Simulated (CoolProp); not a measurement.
A Linde-Hampson liquefier for CF4 (R14): isothermal reversible compression at 320 K from 1 atm to 5 MPa, throttling to 1 atm, return gas leaving the recuperator 5 K below the feed. Each further row changes one setting.

Values from CoolProp's reference Helmholtz-energy equation of state, Platzer 1990. This equation is an older, rougher fit; its heat capacities, sound speeds and derivatives of the liquid may be far off and weren't checked against measurements.

| case | liquid yield per pass | compression work (kJ/kg of gas) |
|---|---|---|
| as stated | 0.058 | 114 |
| high pressure 10 MPa | 0.131 | 131 |
| warm-end temperature 350 K | 0.040 | 126 |
| warm-end gap 10 K | 0.043 | 114 |
